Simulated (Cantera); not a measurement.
# Stirred combustor or abatement burner

A perfectly stirred reactor is fed with CO : H2 : CH4 : O2 : N2 = 1 : 0.052 : 0.45 : 2.98 : 25.9 (molar parts), equivalence ratio 0.48, at 0.670 bar; it is adiabatic with a 575 K inlet, and is followed from long to short residence time, starting on the burning branch (τ in s: 0.31, 0.12, 0.05, 0.02, 0.0078, 0.0031, 0.0012, 0.00049, 0.0002, 7.8e-05, 3.1e-05, 1.2e-05, 4.9e-06).

Model: GRI-Mech 3.0 (53 species, 325 reactions), integrated in Cantera.

```json
[
 {"τ (s)": "0.31", "T (K)": "1225", "x CO": "0.000855", "x H2": "3.25e-5", "x CH4": "2.51e-5", "x N2O": "6.51e-7", "x HO2": "4.18e-6", "x C2H": "<1e-12", "x H": "6.49e-6"},
 {"τ (s)": "0.12", "T (K)": "1217", "x CO": "0.00168", "x H2": "6.59e-5", "x CH4": "4.69e-5", "x N2O": "5.26e-7", "x HO2": "6.54e-6", "x C2H": "<1e-12", "x H": "1.58e-5"},
 {"τ (s)": "0.050", "T (K)": "1203", "x CO": "0.00321", "x H2": "0.000129", "x CH4": "8.73e-5", "x N2O": "4.05e-7", "x HO2": "9.57e-6", "x C2H": "<1e-12", "x H": "3.41e-5"},
 {"τ (s)": "0.020", "T (K)": "1168", "x CO": "0.00691", "x H2": "0.000291", "x CH4": "0.000202", "x N2O": "2.62e-7", "x HO2": "1.47e-5", "x C2H": "<1e-12", "x H": "6.68e-5"},
 {"τ (s)": "0.0078", "T (K)": "575", "x CO": "0.0329", "x H2": "0.00171", "x CH4": "0.0148", "x N2O": "<1e-12", "x HO2": "<1e-12", "x C2H": "<1e-12", "x H": "<1e-12"},
 {"τ (s)": "0.0031", "T (K)": "575", "x CO": "0.0329", "x H2": "0.00171", "x CH4": "0.0148", "x N2O": "<1e-12", "x HO2": "<1e-12", "x C2H": "<1e-12", "x H": "<1e-12"},
 {"τ (s)": "0.0012", "T (K)": "575", "x CO": "0.0329", "x H2": "0.00171", "x CH4": "0.0148", "x N2O": "<1e-12", "x HO2": "<1e-12", "x C2H": "<1e-12", "x H": "<1e-12"},
 {"τ (s)": "0.00049", "T (K)": "575", "x CO": "0.0329", "x H2": "0.00171", "x CH4": "0.0148", "x N2O": "<1e-12", "x HO2": "<1e-12", "x C2H": "<1e-12", "x H": "<1e-12"},
 {"τ (s)": "0.00020", "T (K)": "575", "x CO": "0.0329", "x H2": "0.00171", "x CH4": "0.0148", "x N2O": "<1e-12", "x HO2": "<1e-12", "x C2H": "<1e-12", "x H": "<1e-12"},
 {"τ (s)": "7.8e-5", "T (K)": "575", "x CO": "0.0329", "x H2": "0.00171", "x CH4": "0.0148", "x N2O": "<1e-12", "x HO2": "<1e-12", "x C2H": "<1e-12", "x H": "<1e-12"},
 {"τ (s)": "3.1e-5", "T (K)": "575", "x CO": "0.0329", "x H2": "0.00171", "x CH4": "0.0148", "x N2O": "<1e-12", "x HO2": "<1e-12", "x C2H": "<1e-12", "x H": "<1e-12"},
 {"τ (s)": "1.2e-5", "T (K)": "575", "x CO": "0.0329", "x H2": "0.00171", "x CH4": "0.0148", "x N2O": "<1e-12", "x HO2": "<1e-12", "x C2H": "<1e-12", "x H": "<1e-12"},
 {"τ (s)": "4.9e-6", "T (K)": "575", "x CO": "0.0329", "x H2": "0.00171", "x CH4": "0.0148", "x N2O": "<1e-12", "x HO2": "<1e-12", "x C2H": "<1e-12", "x H": "<1e-12"}
]
```
x: mole fraction; the columns are a selection and need not sum to one.
